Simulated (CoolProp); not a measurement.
Computed with CoolProp (reference Helmholtz-energy equation of state, Wagner 2002).

### Question
For water, give the phase and the density (kg/m³), Joule-Thomson coefficient (K/MPa), Prandtl number at 695.8 K and 16.5 MPa; 695.8 K and 27.6 MPa; 695.8 K and 49.6 MPa.

### Answer
- 695.8 K and 16.5 MPa: gas; density 66.7, Joule-Thomson coefficient 5.92, Prandtl number 1.24
- 695.8 K and 27.6 MPa: supercritical; density 159, Joule-Thomson coefficient 4.50, Prandtl number 1.87
- 695.8 K and 49.6 MPa: supercritical; density 503, Joule-Thomson coefficient 0.959, Prandtl number 1.24

Viscosity comes from a separate model (Huber 2009). Thermal conductivity comes from a separate model (Huber 2012).
